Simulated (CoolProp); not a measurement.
Vapour-liquid equilibrium of diethyl ether (1) + acetone (2) at 299.6 K; x and y are mole fractions of (1).

Computed with CoolProp (multi-fluid Helmholtz-energy mixture model, Thol 2014 and Lemmon 2006; pair parameters Bell 2016).

Task: Give the bubble pressure and the first vapour's composition at x = 0.275, 0.35, 0.575. Is there an azeotrope?

Result: x = 0.275: 0.05370 MPa, y = 0.542; x = 0.35: 0.05809 MPa, y = 0.612; x = 0.575: 0.06765 MPa, y = 0.751. No azeotrope shows between x = 0.05 and 0.95.

Pair parameters are fitted to limited data, so mixtures are less certain than the pure fluids.
